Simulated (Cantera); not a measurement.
Mixture: 6.15 % CH₄, 13.8 % O₂, 80.0 % N₂, at 5.00 bar, adiabatic and at constant volume. Ignition delay is the time to a rise of 400 K.

Cantera simulation using GRI-Mech 3.0 (53 species, 325 reactions); the numbers are that mechanism's predictions, not measurements.

Question: Predict: delay at 1225 K; delay at 1325 K; delay at 1425 K; delay at 1525 K; delay at 1625 K; delay at 1725 K; apparent activation energy between 1525 and 1725 K.

Answer: 
```json
{
 "delay at 1225 K": "9.85 ms",
 "delay at 1325 K": "2.95 ms",
 "delay at 1425 K": "0.973 ms",
 "delay at 1525 K": "0.349 ms",
 "delay at 1625 K": "0.137 ms",
 "delay at 1725 K": "60.2 µs",
 "apparent activation energy between 1525 and 1725 K": "190 kJ/mol"
}
```
